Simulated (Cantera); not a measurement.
What does this Cantera script print?

```python
import numpy as np
import cantera as ct

gas = ct.Solution("h2o2.yaml")


def delay(T, t_max=10):
    gas.TPX = T, 100000, {'H2': 1, 'O2': 0.385, 'N2': 1.45}
    reactor = ct.IdealGasConstPressureReactor(gas, clone=False)
    net = ct.ReactorNet([reactor])
    net.rtol, net.atol = 1e-8, 1e-16
    while net.time < t_max:
        t_old, T_old = net.time, reactor.T
        net.step()
        if reactor.T > T + 400:  # ignition: a rise of 400 K
            return t_old + (T + 400 - T_old) / (reactor.T - T_old) * (net.time - t_old)
    return np.nan


taus = []
for T in [1175, 1250, 1325, 1400, 1475, 1550, 1625, 1700]:
    taus.append(delay(T))
    print(f"T0 = {T:6g} K   tau = {taus[-1]:.4e} s")
```

Result:

```
T0 =   1175 K   tau = 5.5420e-05 s
T0 =   1250 K   tau = 3.7701e-05 s
T0 =   1325 K   tau = 2.7938e-05 s
T0 =   1400 K   tau = 2.2203e-05 s
T0 =   1475 K   tau = 1.8759e-05 s
T0 =   1550 K   tau = 1.6733e-05 s
T0 =   1625 K   tau = 1.5654e-05 s
T0 =   1700 K   tau = 1.5248e-05 s
```

Model: the H2/O2 subset of GRI-Mech 3.0, which has no nitrogen chemistry, integrated in Cantera. Where the delays flatten at high temperature, the 400 K rule measures the pace of heat release, not the induction time.
